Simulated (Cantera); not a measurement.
A Cantera script and its output.

```python
import numpy as np
import cantera as ct

surf = ct.Interface("diamond.yaml", "diamond_100")
gas, bulk = surf.adjacent["gas"], surf.adjacent["diamond"]
k = surf.kinetics_species_index(bulk.species_names[0])
cover = ["c6HH", "c6H*", "c6*H", "c6**", "c6HM", "c6B"]

rows, drift = [], 0.0
print(f"{'P':>10s}{'um/h':>11s}" + "".join(f"{s:>11s}" for s in cover))
for v in [1300, 1800, 2600, 3700, 5300, 7600, 11000, 16000]:
    T, P, xH, xCH3 = 1125, v, 0.0019, 2e-05
    gas.TPX = T, P, {"H": xH, "CH3": xCH3, "CH4": 0.0025, "H2": 1 - xH - xCH3 - 0.0025}
    surf.TP = bulk.TP = T, P
    surf.coverages = "c6H*:0.1, c6HH:0.9"
    surf.advance_coverages(100.0)
    before = surf.coverages
    surf.advance_coverages(100.0)
    drift = max(drift, np.max(np.abs(surf.coverages - before) / (surf.coverages + 1e-9)))
    rate = surf.net_production_rates[k] * bulk.mean_molecular_weight / bulk.density * 3.6e9
    rows.append([rate, *surf[cover].coverages])
    print(f"{v:10.4g}{rate:11.4e}" + "".join(f"{x:11.3e}" for x in rows[-1][1:]))
```

Output:

```
         P       um/h       c6HH       c6H*       c6*H       c6**       c6HM        c6B
      1300 3.7931e-02  4.987e-01  3.015e-02  4.513e-01  1.912e-02  4.643e-04  1.029e-10
      1800 6.4772e-02  4.985e-01  3.014e-02  4.512e-01  1.912e-02  6.106e-04  1.758e-10
      2600 1.1844e-01  4.984e-01  3.014e-02  4.510e-01  1.911e-02  8.165e-04  3.214e-10
      3700 2.0942e-01  4.982e-01  3.013e-02  4.508e-01  1.910e-02  1.054e-03  5.683e-10
      5300 3.6803e-01  4.980e-01  3.012e-02  4.506e-01  1.910e-02  1.330e-03  9.987e-10
      7600 6.3327e-01  4.978e-01  3.012e-02  4.504e-01  1.909e-02  1.629e-03  1.718e-09
   1.1e+04 1.0752e+00  4.976e-01  3.011e-02  4.502e-01  1.908e-02  1.939e-03  2.918e-09
   1.6e+04 1.7852e+00  4.973e-01  3.012e-02  4.499e-01  1.908e-02  2.237e-03  4.844e-09
```

Model: the Harris–Goodwin 1993 mechanism for the reconstructed diamond (100) surface, integrated in Cantera.
